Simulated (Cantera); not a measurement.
**Thermodynamics of silicon oxide and oxynitride deposition, feed SiF4 + O3 + H2**

Charge: 1 mol SiF4, 6.9 mol O3, 23 mol H2, at 750 Torr.

These are equilibrium values from Cantera (NASA tables, ideal gas, pure condensed phases), not measurements of a reactor. Candidate condensed phases: H2O, Si, SiO2; 38 gas species. The tables hold silica as quartz up to 1696 K and as liquid above; real silica turns to tridymite and cristobalite and melts near 1996 K. Gases not in the tables: Si(OH)4. Kinetics and transport are ignored.

| T (K) | log p H2O | log p HF | log p H2 | log p SiF4 | n SiO2(β-quartz) | n SiO2(condensed) |
|---|---|---|---|---|---|---|
| 1325 | -0.13 | -0.80 | -1.04 | -3.67 | 0.995 | 0 |
| 1375 | -0.13 | -0.80 | -1.04 | -3.83 | 0.996 | 0 |
| 1425 | -0.13 | -0.80 | -1.04 | -3.97 | 0.997 | 0 |
| 1475 | -0.13 | -0.80 | -1.04 | -4.11 | 0.998 | 0 |
| 1525 | -0.13 | -0.80 | -1.04 | -4.23 | 0.999 | 0 |
| 1575 | -0.13 | -0.80 | -1.04 | -4.35 | 0.999 | 0 |
| 1625 | -0.13 | -0.80 | -1.04 | -4.46 | 0.999 | 0 |
| 1675 | -0.13 | -0.80 | -1.04 | -4.57 | 0.999 | 0 |
| 1725 | -0.13 | -0.80 | -1.04 | -4.67 | 0 | 0.999 |
| 1775 | -0.13 | -0.80 | -1.04 | -4.77 | 0 | 1.000 |
| 1825 | -0.13 | -0.80 | -1.04 | -4.87 | 0 | 1.000 |
| 1875 | -0.13 | -0.80 | -1.04 | -4.96 | 0 | 1.000 |
log p: log10 of the partial pressure in bar; n: condensed amount in mol.

From 1325 K to 1675 K the condensed part is SiO2(β-quartz). From 1725 K to 1875 K the condensed part is SiO2(condensed).
